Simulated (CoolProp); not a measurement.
A single-stage vapour-compression cycle with R141b: evaporating at 319.15 K (dew point), condensing at 383.15 K (bubble point), superheat 10 K, subcooling 8 K, compressor efficiency 0.6, no pressure losses. Each further row changes one setting.

Values from CoolProp's reference Helmholtz-energy equation of state, Lemmon 2006. It is a short technical equation, of lower accuracy than the large ones.

```tsv
case	cooling COP	pressure ratio	discharge temperature (K)	refrigerating effect (kJ/kg)	volumetric capacity (kJ/m³)
as stated	2.44	5.21	412.6	155	1120
evaporating temperature 324.15 K	?	4.46	410.3	158	1330
condensing temperature 378.15 K	?	4.68	?	161	1170
subcooling 13 K	?	5.21	412.6	161	1170
superheat 20 K	?	5.21	423.6	?	1140
compressor efficiency 0.5	?	5.21	?	155	1120
```

Fill in the missing entries.


- evaporating temperature 324.15 K, cooling COP: 2.74
- condensing temperature 378.15 K, cooling COP: 2.72
- condensing temperature 378.15 K, discharge temperature (K): 407.0
- subcooling 13 K, cooling COP: 2.54
- superheat 20 K, cooling COP: 2.47
- superheat 20 K, refrigerating effect (kJ/kg): 163
- compressor efficiency 0.5, cooling COP: 2.03
- compressor efficiency 0.5, discharge temperature (K): 425.3
